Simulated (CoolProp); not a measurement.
A single-stage vapour-compression cycle with the fluid: evaporating at 240.15 K (dew point), condensing at 296.15 K (bubble point), superheat 5 K, subcooling 5 K, compressor efficiency 0.7, no pressure losses. The same conditions are run with several fluids, on thermodynamics alone (safety and materials aside).

The numbers come from the reference Helmholtz-energy equation of state of each fluid (propylene: Lemmon 2013; ammonia: Gao 2020; R404A: Lemmon 2003; isobutane: Bücker 2006; C3F8 (R218): Lemmon 2006; sulfur dioxide: Gao 2016) in CoolProp. Blends and air are pseudo-pure fits.

| fluid | cooling COP | pressure ratio | discharge temperature (K) | refrigerating effect (kJ/kg) | volumetric capacity (kJ/m³) |
|---|---|---|---|---|---|
| propylene | 2.41 | 5.83 | 339.7 | ___ | 1260 |
| ammonia | 2.38 | 9.15 | ___ | 1150 | 1010 |
| R404A | ___ | 6.67 | 325.1 | 126 | 1150 |
| isobutane | 2.47 | 8.16 | 320.4 | 276 | 325 |
| C3F8 (R218) | 1.95 | 6.85 | 296.1 | 53.7 | ___ |
| sulfur dioxide | 2.41 | 11.4 | ___ | 343 | 352 |

Complete the blanks.


- propylene, refrigerating effect (kJ/kg): 306
- ammonia, discharge temperature (K): 465.5
- R404A, cooling COP: 2.25
- C3F8 (R218), volumetric capacity (kJ/m³): 628
- sulfur dioxide, discharge temperature (K): 464.3

The compression ends wet for: C3F8 (R218).
